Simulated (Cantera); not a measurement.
A closed system holds: 1 mol B2H6, 0.05 mol H2O, at 1573 K and 0.190 bar.

Cantera equilibrium calculation (NASA polynomials, part measured and part estimated; ideal gas, pure solids and liquids). Candidate condensed phases: B, B2O3, B3O3H3, H2O; 23 gas species. The feed counts by its element totals alone. The tables' values for BH2 are old estimates; treat these amounts as uncertain. The numbers say what is thermodynamically allowed, not how fast it happens.

Task: What is the equilibrium state?

Result: 
```json
{
  "x(H2)": "0.987",
  "x(HBO)": "0.0113",
  "x(B3O3H3)": "0.000819",
  "x(B2O2)": "0.000805",
  "x(HBO2)": "0.000218",
  "x(B2O3)": "0.000133",
  "x(H)": "9.26e-5",
  "x(BO)": "2.51e-5",
  "x(BH2)": "2.00e-5",
  "n(B(s))": "1.95 mol",
  "gas_amount": "3.070 mol",
  "log10 activity of B3O3H3(s) (absent)": "-7.77"
}
```
